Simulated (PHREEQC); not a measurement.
Synthetic water in mg/kgw, 25 °C, pH 6.68, pe 8.9:

| constituent | mg/kgw |
|---|---|
| Na | 2.29 |
| K | 0.261 |
| Ca | 0.886 |
| Mg | 0.214 |
| Cl | 2.53 |
| S(6) as SO4 | 2.24 |
| Alkalinity as HCO3 | 3 |
| Si as SiO2 | 0.0177 |

Valence states are taken as typed.

The numbers come from PHREEQC with the ion-association model, phreeqc.dat.

Precipitation was switched off in this run.

Q: Predict the charge-balance error.

A: charge-balance error 0.3 %.

Q: In which forms is C present?

A: HCO3- 68 %, CO2 32 % of the C.

Complexes and solids missing from the database can't appear.
